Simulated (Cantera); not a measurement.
Charge: 1 mol TEOS, 21 mol CO2, 2.6 mol N2, 0.16 mol N2O, held at 29.0 Pa.

Cantera equilibrium calculation (NASA polynomials, part measured and part estimated; ideal gas, pure solids and liquids). Candidate condensed phases: C, C6H6, C7H8, C8H18, H2O, Si, SiC, SiO2, Si2N2O, Si3N4; 151 gas species. The feed counts by its element totals alone. Kinetics and transport are ignored. All values below are at 600 °C.

Base state: CO 0.386, CO2 0.308, H2 0.184, N2 0.0661, H2O 0.0551 (mole fractions); condensed: SiO2(β-quartz).

**Question.** What changes in the equilibrium state with this change: N2O from 0.16 to 4.4 mol?

**Answer.** 
| species | before | after |
|---|---|---|
| CO2 | 0.308 | 0.352 |
| CO | 0.386 | 0.279 |
| N2 | 0.0661 | 0.152 |
| H2O | 0.0551 | 0.0699 |
| H2 | 0.184 | 0.148 |
| SiO2(β-quartz), mol | 1.00 | 1.00 |
